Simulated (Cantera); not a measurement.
Charge: 1 mol TiO2, 0.58 mol C, 7.7 mol H2, equilibrated at 1375 K and 0.0220 bar.

Equilibrium computed with Cantera from the NASA thermochemical tables; the gas is ideal and each condensed phase is pure. Candidate condensed phases: C, C6H6, C7H8, C8H18, H2O, Ti, TiC, TiO, TiO2, Ti2O3, Ti3O5, Ti4O7; 113 gas species. Mutual solubility and eutectic melting of coexisting phases are not modelled. TiC: taken at fixed stoichiometry. Rates play no part.

Base state: H2 0.934, CO 0.0664, H2O 4.58e-5, H 2.23e-5, CH4 1.31e-5 (mole fractions); condensed: TiC(s) + Ti2O3(s).

What changes in the equilibrium state with this change: temperature from 1375 K to 1873 K?


```
species         before     after
-------------  -------  --------
H2               0.934     0.926
CO              0.0664    0.0699
H              2.23e-5   0.00419
CH4            1.31e-5   2.48e-8
H2O            4.58e-5  0.000133
TiC(s), mol     0.0321         0
Ti2O3(s), mol    0.484     0.419
TiO(s), mol          0     0.162
```
TiO: taken at fixed stoichiometry.

What changes in the equilibrium state with this change: temperature from 1375 K to 1848 K?


| species | before | after |
|---|---|---|
| H2 | 0.934 | 0.927 |
| CO | 0.0664 | 0.0699 |
| H | 2.23e-5 | 0.00344 |
| CH4 | 1.31e-5 | 3.54e-8 |
| H2O | 4.58e-5 | 0.000113 |
| TiC(s), mol | 0.0321 | 0 |
| Ti2O3(s), mol | 0.484 | 0.419 |
| TiO(s), mol | 0 | 0.162 |
TiO: taken at fixed stoichiometry.

What changes in the equilibrium state with this change: TiO2 replaced by MgO?


| species | before | after |
|---|---|---|
| H2 | 0.934 | 0.993 |
| CO | 0.0664 | 0.00362 |
| Mg | 0 | 0.00362 |
| H2O | 4.58e-5 | 3.64e-7 |
| CH4 | 1.31e-5 | 0.000108 |
| TiC(s), mol | 0.0321 | 0 |
| Ti2O3(s), mol | 0.484 | 0 |
| C(graphite), mol | 0 | 0.551 |
| MgO(s), mol | 0 | 0.972 |
Further candidate phases: Mg, MgCO3, MgO, Mg(OH)2.
